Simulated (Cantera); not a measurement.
Standard-state values (1 bar) from the NASA 1993 polynomials, evaluated with Cantera. Values are per mole of reaction as written; species without (g) are pure solids or liquids, kept so even where they would boil at 1 bar.

Task: Between 525 and 1325 K, where is each reaction favourable under standard conditions?
- 2 NbO₂(g) + H₂O(g) → 2 H(g) + Nb₂O₅

Result: 
- 2 NbO₂(g) + H₂O(g) → 2 H(g) + Nb₂O₅: ΔG° is -633 kJ at 525 K and -391 kJ at 1325 K; it stays negative (K > 1). ΔH° is -758 kJ and ΔS° -277 J/K at 1325 K.
